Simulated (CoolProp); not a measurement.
Saturation properties of R1233zd(E).

The numbers come from the reference Helmholtz-energy equation of state, Akasaka 2022 in CoolProp.

```tsv
T (K)	p (MPa)	liquid density (kg/m³)	liquid cp (kJ/(kg K))	vapour Z
314.7	0.2270	1222	1.223	0.9262
326	0.3196	1192	1.250	0.9059
337.4	0.4397	1161	1.281	0.8819
348.7	0.5899	1128	1.314	0.8546
360	0.7758	1094	1.353	0.8232
371.4	1.005	1056	1.400	0.7870
382.7	1.279	1015	1.460	0.7459
394	1.605	969.0	1.541	0.6987
405.4	1.995	915.9	1.667	0.6429
416.7	2.449	851.9	1.902	0.5760
```

It boils at 291.3 K under 1 atm.
